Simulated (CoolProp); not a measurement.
1-butene along the isobar 19.4 MPa: density (kg/m³) from the reference equation and from simpler models built on Tc = 146.1 °C, pc = 4.006 MPa, ω = 0.192; each cubic takes its own stable root.

Model: reference Helmholtz-energy equation of state, Lemmon 2005, in CoolProp. It is a short technical equation, of lower accuracy than the large ones.

```
T (°C)          phase  reference  van der Waals  Redlich-Kwong  Soave-Redlich-Kwong  Peng-Robinson
------  -------------  ---------  -------------  -------------  -------------------  -------------
75.55          liquid      565.4          387.4          525.7                533.3          598.4
89.15          liquid      550.8          381.3          512.3                519.0          581.9
102.75         liquid      536.0          375.1          498.6                504.1          564.5
116.25         liquid      520.8          368.8          484.7                488.8          546.6
129.85         liquid      505.2          362.4          470.4                472.8          527.8
143.35         liquid      489.2          356.0          456.0                456.4          508.5
156.95  supercritical      472.7          349.4          441.3                439.6          488.5
170.55  supercritical      455.7          342.7          426.5                422.3          468.0
184.05  supercritical      438.5          335.9          411.8                405.0          447.4
197.65  supercritical      420.9          329.1          396.9                387.4          426.6
211.15  supercritical      403.2          322.2          382.2                370.1          406.0
224.75  supercritical      385.4          315.1          367.5                352.9          385.7
238.25  supercritical      367.8          308.1          353.2                336.3          366.3
251.85  supercritical      350.5          301.0          339.2                320.2          347.6
```
